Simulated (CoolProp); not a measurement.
Vapour-liquid equilibrium of CH2F2 (R32) (1) + R1234ze(E) (2) at 79.4 kPa; x and y are mole fractions of (1).

Computed with CoolProp (multi-fluid Helmholtz-energy mixture model, Tillner-Roth 1997 and Thol 2016; pair parameters Bell 2023).

| x | bubble temperature (K) | y at the bubble point | dew temperature at overall composition x (K) | liquid density (mol/L) |
|---|---|---|---|---|
| 0.05 | 244.3 | 0.220 | 247.8 | 11.86 |
| 0.15 | 237.5 | 0.495 | 245.8 | 12.63 |
| 0.25 | 232.6 | 0.649 | 243.7 | 13.45 |
| 0.35 | 229.0 | 0.743 | 241.3 | 14.32 |
| 0.45 | 226.3 | 0.807 | 238.8 | 15.29 |
| 0.55 | 224.1 | 0.855 | 235.9 | 16.36 |
| 0.65 | 222.2 | 0.893 | 232.6 | 17.57 |
| 0.75 | 220.5 | 0.926 | 228.7 | 18.96 |
| 0.85 | 219.0 | 0.957 | 224.3 | 20.58 |
| 0.95 | 217.5 | 0.986 | 219.3 | 22.48 |

No azeotrope shows between x = 0.05 and 0.95.

Pair parameters are fitted to limited data, so mixtures are less certain than the pure fluids.
